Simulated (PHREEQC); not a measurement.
Make-up at 25 °C: 93 mmol/kgw HF and 2.6 mmol/kgw KF. Closed to the air; pH follows from the charge balance.

All values are PHREEQC results (ion-association model, phreeqc.dat), not measurements.

| quantity | before | after |
|---|---|---|
| pH | 2.13 | 2.28 |
| ionic strength (mol/kgw) | 0.0108 | 0.00838 |
| HF (mol/kgw) | 0.0822 | 0.0849 |
| F- (mol/kgw) | 0.00821 | 0.00610 |
| HF2- (mol/kgw) | 0.00259 | 0.00228 |

Question: Which change was made?
A) temperature from 25 to 15 °C
B) KF left out
C) HF from 0.093 to 0.0837 mol/kgw
D) temperature from 25 to 60 °C
E) HF left out

Answer: D, temperature from 25 to 60 °C

This is a speciation only: nothing precipitates in the calculation. Constants without temperature data keep their 25 °C values here.
